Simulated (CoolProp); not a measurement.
Vapour pressure (kPa) of cyclopropane: the reference equation beside estimates from Tc = 398.7 K, pc = 5605 kPa, ω = 0.131.

Model: reference Helmholtz-energy equation of state, Polt 1992, in CoolProp. This equation is an older, rougher fit; its heat capacities, sound speeds and derivatives of the liquid may be far off and weren't checked against measurements.

```csv
T (K),reference,Redlich-Kwong,Soave-Redlich-Kwong,Peng-Robinson
279.8,426.1,500.8,424.3,423.7
288.1,546.8,___,545.5,___
296.4,691.0,798.6,690.9,686.4
304.7,861.2,986.7,863.2,856.2
313,1060,___,1065,___
321.3,1291,1452,1300,___
329.6,1557,1733,1570,1554
337.9,1861,2050,1879,1859
346.2,2206,2403,___,2207
354.5,2595,___,2625,2599
362.8,3033,3227,3067,3041
371.1,3523,3702,3561,3535
379.4,4069,4221,4108,4086
387.7,4679,4785,4712,4697
```

Task: What belongs in the gaps?

Result: 
- 288.1, Redlich-Kwong: 637.4
- 288.1, Peng-Robinson: 543.2
- 313, Redlich-Kwong: 1204
- 313, Peng-Robinson: 1055
- 321.3, Peng-Robinson: 1287
- 346.2, Soave-Redlich-Kwong: 2230
- 354.5, Redlich-Kwong: 2795

Absolute difference from the reference over all 14 rows, mean and median: Redlich-Kwong 10.4 and 10.7 %, Soave-Redlich-Kwong 0.7 and 0.8 %, Peng-Robinson 0.4 and 0.4 %.
